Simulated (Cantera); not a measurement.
Adiabatic ignition

An adiabatic, constant-volume homogeneous reactor starts with 18.1 % CH4, 17.2 % O2, 64.7 % N2, at 1650 K and 975 Torr.

Cantera simulation using GRI-Mech 3.0 (53 species, 325 reactions); the numbers are that mechanism's predictions, not measurements.

```tsv
t (s)	T (K)	P (bar)	x CH4	x O2	x HCN	x CH2	x H2	x OH
5.00e-6	1650	1.30	0.181	0.172	<1e-12	2.36e-11	4.95e-6	1.08e-7
1.55e-5	1650	1.30	0.181	0.172	<1e-12	2.45e-10	1.78e-5	2.66e-7
4.78e-5	1650	1.30	0.180	0.172	<1e-12	3.48e-9	9.14e-5	8.34e-7
0.000148	1659	1.31	0.176	0.170	2.90e-12	5.25e-8	0.00122	4.42e-6
0.000457	2806	2.66	4.57e-11	8.59e-5	3.76e-7	2.11e-11	0.170	0.00405
0.00141	2804	2.66	4.38e-11	8.78e-5	3.33e-7	2.06e-11	0.170	0.00409
0.00437	2804	2.66	4.38e-11	8.79e-5	3.31e-7	2.06e-11	0.170	0.00409
0.0135	2804	2.66	4.38e-11	8.79e-5	3.31e-7	2.06e-11	0.170	0.00409
0.0418	2804	2.66	4.38e-11	8.79e-5	3.31e-7	2.06e-11	0.170	0.00409
0.129	2804	2.66	4.38e-11	8.79e-5	3.31e-7	2.06e-11	0.170	0.00409
0.400	2804	2.66	4.38e-11	8.79e-5	3.31e-7	2.06e-11	0.170	0.00409
```
x: mole fraction; the columns are a selection and need not sum to one.

| Quantity | Result |
|---|---|
| time of steepest temperature rise | 0.295 ms |
| temperature at 0.400 s | 2804 K |
| equilibrium temperature | 2804 K |
| x(CH4) at 0.400 s | 4.38e-11 (gas-phase equilibrium 4.91e-11) |
| x(O2) at 0.400 s | 8.79e-5 (gas-phase equilibrium 8.79e-5) |
| x(HCN) at 0.400 s | 3.31e-7 (gas-phase equilibrium 3.31e-7) |
